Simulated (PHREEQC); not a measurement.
1 kg of water holding 0.2 mol/kgw KCl and 0.085 mol/kgw MgSO4 is evaporated at 25 °C; the solids stay in contact with the brine. No CO2 enters from the air. Solids allowed: Arcanite, Bischofite, Brucite, Carnallite, Epsomite, Hexahydrite, Kainite, Kieserite, Leonite, Misenite, Schoenite, Sylvite, MgCl2_4H2O. Others were left out.

Computed with PHREEQC (Pitzer model, pitzer.dat).

```csv
water left (kg),ionic strength,water activity,Sylvite (mol),Kainite (mol)
1,0.540,0.992,0,0
0.6755,0.799,0.988,0,0
0.5552,0.973,0.985,0,0
0.375,1.44,0.978,0,0
0.2533,2.13,0.968,0,0
0.2082,2.59,0.961,0,0
0.1407,3.84,0.940,0,0
0.09502,5.25,0.911,0,0
0.07809,5.91,0.893,0,0
0.05227,7.44,0.840,0,0
0.03294,8.59,0.780,0.0244,0
0.02537,8.76,0.775,0.0632,0
0.01571,11.1,0.692,0.102,0
0.01028,12.7,0.622,0.112,0.0165
0.007491,12.7,0.622,0.113,0.0351
0.003316,12.7,0.622,0.114,0.0629
```

Arcanite from water left = 0.09502 kg, last present at water left = 0.03294 kg; Schoenite from water left = 0.05227 kg, last present at water left = 0.01571 kg; Sylvite from water left = 0.03294 kg; Leonite from water left = 0.01354 kg; Kainite from water left = 0.01028 kg.
